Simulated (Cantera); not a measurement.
Input: 1 mol C₆H₆, 1.7 mol NH₃, 0.0075 mol O₂, held at 1.33 mbar.

Cantera equilibrium calculation (NASA polynomials, part measured and part estimated; ideal gas, pure solids and liquids). Candidate condensed phases: C, C₆H₆, C₇H₈, C₈H₁₈, H₂O; 136 gas species. Kinetics and transport are ignored.

Task: At 1873 K, list the 4 most abundant gas species with their mole fractions, and the condensed phases.

Result: H₂ 0.848, N₂ 0.130, H 0.0163, HCN 0.00287. Condensed: C(graphite).
